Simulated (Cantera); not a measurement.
An adiabatic, constant-pressure homogeneous reactor starts with CH3OH : O2 : N2 = 1 : 1.88 : 7.05 (molar parts), equivalence ratio 0.80, at 1750 K and 9.40 bar. Integrator tolerance rtol = 1e-08.

Cantera simulation using GRI-Mech 3.0 (53 species, 325 reactions); the numbers are that mechanism's predictions, not measurements. GRI-Mech 3.0 was tuned for natural gas; its chemistry of methanol as a main component is partial and can be far from experiment.

### Question
What does this change do: CH3OH 1 to 1.6 parts?

### Answer
```csv
quantity,before,after
time of steepest temperature rise,5.21 µs,4.25 µs
temperature at 3.00 s,2895 K,2989 K
equilibrium temperature,2895 K,2989 K
x(CH3OH) at 3.00 s,<1e-12 (gas-phase equilibrium <1e-12),<1e-12 (gas-phase equilibrium <1e-12)
x(O2) at 3.00 s,0.0378 (gas-phase equilibrium 0.0378),0.00637 (gas-phase equilibrium 0.00637)
x(CH3) at 3.00 s,<1e-12 (gas-phase equilibrium <1e-12),3.89e-12 (gas-phase equilibrium 4.71e-12)
x(C2H4) at 3.00 s,<1e-12 (gas-phase equilibrium <1e-12),<1e-12 (gas-phase equilibrium <1e-12)
x(C2H) at 3.00 s,<1e-12 (gas-phase equilibrium <1e-12),<1e-12 (gas-phase equilibrium <1e-12)
x(C2H6) at 3.00 s,<1e-12 (gas-phase equilibrium <1e-12),<1e-12 (gas-phase equilibrium <1e-12)
```
Above 3000 K some thermodynamic fits are extrapolated.

### Question
What does this change do: initial temperature 1750 to 1525 K?

### Answer
```tsv
quantity	before	after
time of steepest temperature rise	5.21 µs	28.3 µs
temperature at 3.00 s	2895 K	2788 K
equilibrium temperature	2895 K	2788 K
x(CH3OH) at 3.00 s	<1e-12 (gas-phase equilibrium <1e-12)	<1e-12 (gas-phase equilibrium <1e-12)
x(O2) at 3.00 s	0.0378 (gas-phase equilibrium 0.0378)	0.0362 (gas-phase equilibrium 0.0362)
x(CH3) at 3.00 s	<1e-12 (gas-phase equilibrium <1e-12)	<1e-12 (gas-phase equilibrium <1e-12)
x(C2H4) at 3.00 s	<1e-12 (gas-phase equilibrium <1e-12)	<1e-12 (gas-phase equilibrium <1e-12)
x(C2H) at 3.00 s	<1e-12 (gas-phase equilibrium <1e-12)	<1e-12 (gas-phase equilibrium <1e-12)
x(C2H6) at 3.00 s	<1e-12 (gas-phase equilibrium <1e-12)	<1e-12 (gas-phase equilibrium <1e-12)
```
